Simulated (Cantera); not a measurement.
Mixture: CH3OH : O2 : N2 = 1 : 0.682 : 2.56 (molar parts), at 6.90 bar, adiabatic and at constant volume. Ignition delay is the time to a rise of 400 K.

Computed with Cantera and GRI-Mech 3.0 (53 species, 325 reactions). GRI-Mech 3.0 was tuned for natural gas; its chemistry of methanol as a main component is partial and can be far from experiment.

Question: What does this change do: 0.16 parts H2 added?

Answer: 
| quantity | before | after |
|---|---|---|
| delay at 1025 K | 52.1 ms | 24.7 ms |
| delay at 1100 K | 10.2 ms | 6.22 ms |
| delay at 1175 K | 2.47 ms | 1.79 ms |
| delay at 1250 K | 0.709 ms | 0.573 ms |
| delay at 1325 K | 0.237 ms | 0.205 ms |
| delay at 1400 K | 90.1 µs | 81.2 µs |
| apparent activation energy between 1250 and 1400 K | 200 kJ/mol | 190 kJ/mol |

Question: What does this change do: pressure from 6.90 bar to 0.320 bar?

Answer: 
```json
[
 {"quantity": "delay at 1025 K", "before": "52.1 ms", "after": "0.672 s"},
 {"quantity": "delay at 1100 K", "before": "10.2 ms", "after": "0.135 s"},
 {"quantity": "delay at 1175 K", "before": "2.47 ms", "after": "33.6 ms"},
 {"quantity": "delay at 1250 K", "before": "0.709 ms", "after": "9.94 ms"},
 {"quantity": "delay at 1325 K", "before": "0.237 ms", "after": "3.42 ms"},
 {"quantity": "delay at 1400 K", "before": "90.1 µs", "after": "1.34 ms"},
 {"quantity": "apparent activation energy between 1250 and 1400 K", "before": "200 kJ/mol", "after": "190 kJ/mol"}
]
```
